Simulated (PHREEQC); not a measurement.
PHREEQC input (ion-association model, wateq4f.dat):

```
SOLUTION 1
  temp 20
  units mol/kgw
  pH 7 charge
END
SELECTED_OUTPUT 1
  -reset false
  -pH true
  -pe true
  -ionic_strength true
  -water true
  -totals Ag C I C(-4) C(4)
  -molalities H+ Ag+ CO3-2 I- CO2 HCO3- O2 OH- AgI AgI2-
    AgOH Ag(OH)2- AgI3-2 AgI4-3
  -equilibrium_phases Iodyrite Ag2O Ag2CO3
PRINT
  -reset false
USE solution 1
EQUILIBRIUM_PHASES 1
  Iodyrite 0 0.5
  Ag2O 0 0
  Ag2CO3 0 0
  O2(g) -0.68 10
  CO2(g) -5 10
END
# ... the last block is repeated for the other 10 points of log pCO2 (atm)
```

Selected output (columns that matter, 11 of 11 rows; log pCO2 (atm) added in front):

```
log pCO2 (atm)	pH	mu	Ag	C	I	m_H+	m_Ag+	m_I-	m_CO2	m_OH-
-5	6.3854	4.183e-07	6.4325e-09	7.873e-07	6.4325e-09	4.1198e-07	6.2759e-09	6.2759e-09	3.9186e-07	1.6504e-08
-4.5	6.1415	7.2898e-07	6.434e-09	1.9524e-06	6.434e-09	7.2266e-07	6.2774e-09	6.2774e-09	1.2392e-06	9.4133e-09
-4	5.8934	1.2861e-06	6.4361e-09	5.193e-06	6.4361e-09	1.2797e-06	6.2795e-09	6.2795e-09	3.9186e-06	5.3191e-09
-3.5	5.6441	2.2798e-06	6.4388e-09	1.4662e-05	6.4388e-09	2.2734e-06	6.2822e-09	6.2822e-09	1.2392e-05	2.9968e-09
-3	5.3943	4.0496e-06	6.4425e-09	4.3228e-05	6.4425e-09	4.0433e-06	6.2859e-09	6.2859e-09	3.9186e-05	1.687e-09
-2.5	5.1443	7.201e-06	6.4473e-09	0.00013111	6.4473e-09	7.1946e-06	6.2908e-09	6.2907e-09	0.00012392	9.4952e-10
-2	4.8944	1.2813e-05	6.4538e-09	0.00040467	6.4538e-09	1.2807e-05	6.2973e-09	6.2973e-09	0.00039186	5.3453e-10
-1.5	4.6444	2.2811e-05	6.4625e-09	0.001262	6.4625e-09	2.2804e-05	6.306e-09	6.3059e-09	0.0012392	3.01e-10
-1	4.3944	4.0631e-05	6.4741e-09	0.0039592	6.4741e-09	4.0625e-05	6.3175e-09	6.3175e-09	0.0039186	1.6957e-10
-0.5	4.1444	7.2417e-05	6.4895e-09	0.012464	6.4895e-09	7.2411e-05	6.333e-09	6.333e-09	0.012392	9.5583e-11
0	3.8945	0.00012915	6.5101e-09	0.039314	6.5101e-09	0.00012915	6.3535e-09	6.3535e-09	0.039185	5.3911e-11
```

Complexes and solids missing from the database can't appear.
